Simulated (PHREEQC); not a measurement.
**Leach liquor (model solution)**

Consider water at 25 °C with 5.6 mmol/kgw HCl, 1.1 mmol/kgw MnSO4 and 3.8 mmol/kgw Na2SO4. Closed to the air; pH follows from the charge balance.

Model: Pitzer model, pitzer.dat, run in PHREEQC.

Each row changes one thing in this solution. This is a speciation only: nothing precipitates in the calculation.

```
case                                     pH  ionic strength (mol/kgw)  SO4-2 (mol/kgw)  HSO4- (mol/kgw)  SI of Mirabilite (Na2SO4:10H2O)  SI of Halite (NaCl)
-------------------------------------  ----  ------------------------  ---------------  ---------------  -------------------------------  -------------------
as made                                2.39                    0.0195          0.00395         0.000952                            -5.79                -6.07
Na2SO4 from 0.0038 to 0.00076 mol/kgw  2.33                    0.0114          0.00143         0.000427                            -7.55                -6.75
HCl from 0.0056 to 0.0112 mol/kgw      2.08                    0.0239          0.00334          0.00156                            -5.90                -5.78
temperature from 25 to 55 °C           2.46                    0.0182          0.00329          0.00161                            -6.88                -6.11
temperature from 25 to 15 °C           2.38                    0.0198          0.00411         0.000786                            -5.30                -6.05
temperature from 25 to 75 °C           2.53                    0.0171          0.00276          0.00214                            -7.34                -6.11
```

At this temperature some constants are extrapolated from 25 °C, and those without enthalpy data are left unchanged.
